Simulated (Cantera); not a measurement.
An isothermal, constant-pressure homogeneous reactor starts with 45.5 % NO, 54.5 % N2, at 2123 K and 0.360 bar.

Cantera simulation using GRI-Mech 3.0 (53 species, 325 reactions); the numbers are that mechanism's predictions, not measurements.

Question: Predict: x(NO) at 2.00 s; x(NO2) at 2.00 s; x(O2) at 2.00 s; x(N2) at 2.00 s; x(N2O) at 2.00 s.

Answer: 
```
Property                                           Result
----------------  ---------------------------------------
x(NO) at 2.00 s     0.0216 (gas-phase equilibrium 0.0107)
x(NO2) at 2.00 s  1.86e-5 (gas-phase equilibrium 9.35e-6)
x(O2) at 2.00 s       0.216 (gas-phase equilibrium 0.221)
x(N2) at 2.00 s       0.761 (gas-phase equilibrium 0.767)
x(N2O) at 2.00 s  4.86e-7 (gas-phase equilibrium 3.54e-7)
```
